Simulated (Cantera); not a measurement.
A freely propagating, adiabatic, planar premixed flame of 24.6 % H₂, 12.7 % O₂, 47.7 % N₂, 15.0 % H₂O, equivalence ratio 0.97, unburnt at 598 K and 353 Torr; mixture-averaged transport, grid criteria slope 0.08 and curve 0.16, no radiation.

Detailed kinetics in Cantera: the H2/O2 subset of GRI-Mech 3.0, which has no nitrogen chemistry. Burning velocities carry a grid error of a few per cent, more on coarse grids.

x: mole fraction of selected species; z is measured from the peak of heat release.

```tsv
z (mm)	T (K)	u (m/s)	x H₂	x O₂	x H₂O	x H	x HO₂	x O
-3.48	598	5.33	0.246	0.127	0.150	<1e-8	<1e-8	<1e-8
-2.32	598	5.33	0.246	0.127	0.150	<1e-8	<1e-8	<1e-8
-1.74	598	5.33	0.246	0.127	0.150	<1e-8	<1e-8	<1e-8
-1.16	598	5.33	0.246	0.127	0.150	<1e-8	2.16e-7	<1e-8
-0.579	606	5.38	0.242	0.127	0.151	4.64e-5	0.000145	[?]
-0.290	765	6.66	0.215	0.123	0.169	0.00292	0.000198	[?]
0	1153	9.73	0.133	0.0919	0.243	0.0237	7.43e-5	[?]
0.290	1428	11.9	0.0623	0.0468	0.326	0.0403	2.92e-5	0.00758
0.579	1562	12.9	0.0460	0.0329	0.351	0.0377	1.79e-5	0.00808
1.16	1699	13.9	0.0420	0.0275	0.364	0.0283	1.24e-5	[?]
2.32	1834	14.9	0.0379	0.0233	0.378	0.0190	8.55e-6	[?]
4.63	1957	15.8	0.0320	0.0192	0.392	0.0116	5.56e-6	[?]
9.27	2061	16.5	0.0252	0.0154	0.406	0.00653	3.44e-6	[?]
```

Question: What belongs in the gaps?

Answer: 
- -0.579, x O: 3.24e-6
- -0.290, x O: 0.000175
- 0, x O: 0.00331
- 1.16, x O: 0.00695
- 2.32, x O: 0.00524
- 4.63, x O: 0.00355
- 9.27, x O: 0.00219
